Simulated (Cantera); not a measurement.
**Adiabatic ignition**

An adiabatic, constant-volume homogeneous reactor starts with H2 : O2 : N2 : H2O = 1 : 0.312 : 1.17 : 0.47 (molar parts), at 1025 K and 4.93 atm.

Detailed kinetics in Cantera: the H2/O2 subset of GRI-Mech 3.0, which has no nitrogen chemistry. The hydrogen kinetics of GRI-Mech 3.0 are dated; newer H2 mechanisms differ, most at raised pressure.

```csv
t (s),T (K),P (bar),x H2,x O2,x H2O,x HO2,x H2O2,x O,x H
1.00e-6,1025,5.00,0.339,0.106,0.159,4.74e-10,<1e-12,4.04e-12,5.65e-11
4.06e-6,1025,5.00,0.339,0.106,0.159,2.16e-9,7.45e-12,4.48e-12,5.91e-11
1.65e-5,1025,5.00,0.339,0.106,0.159,9.02e-9,1.29e-10,4.70e-12,6.21e-11
6.69e-5,1025,5.00,0.339,0.106,0.159,3.73e-8,2.13e-9,5.67e-12,7.49e-11
0.000272,1025,5.00,0.339,0.106,0.159,1.65e-7,3.41e-8,1.11e-11,1.46e-10
0.00110,1025,5.00,0.339,0.106,0.159,1.39e-6,7.13e-7,7.92e-11,1.04e-9
0.00448,1029,5.02,0.338,0.105,0.160,4.64e-5,0.000121,7.70e-9,1.00e-7
0.0182,2694,11.8,0.141,0.000145,0.407,3.63e-7,1.75e-7,0.000124,0.00612
0.0739,2694,11.8,0.141,0.000145,0.407,3.63e-7,1.75e-7,0.000124,0.00612
0.300,2694,11.8,0.141,0.000145,0.407,3.63e-7,1.75e-7,0.000124,0.00612
```
x: mole fraction; the columns are a selection and need not sum to one.

```yaml
time_of_steepest_temperature_rise: 7.12 ms
temperature at 0.300 s: 2694 K
equilibrium_temperature: 2694 K
x(H2) at 0.300 s: 0.141 (gas-phase equilibrium 0.141)
x(O2) at 0.300 s: 0.000145 (gas-phase equilibrium 0.000145)
x(H2O) at 0.300 s: 0.407 (gas-phase equilibrium 0.407)
```
